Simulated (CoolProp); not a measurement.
A Linde-Hampson liquefier for ethylene: isothermal reversible compression at 320 K from 1 atm to 15 MPa, throttling to 1 atm, return gas leaving the recuperator 0 K below the feed. Each further row changes one setting.

Computed with CoolProp (reference Helmholtz-energy equation of state, Smukala 2000).

```json
[
 {"case": "as stated", "liquid yield per pass": "0.395", "compression work (kJ/kg of gas)": "404"},
 {"case": "high pressure 30 MPa", "liquid yield per pass": "0.429", "compression work (kJ/kg of gas)": "444"},
 {"case": "warm-end temperature 350 K", "liquid yield per pass": "0.291", "compression work (kJ/kg of gas)": "465"},
 {"case": "warm-end gap 5 K", "liquid yield per pass": "0.388", "compression work (kJ/kg of gas)": "404"}
]
```
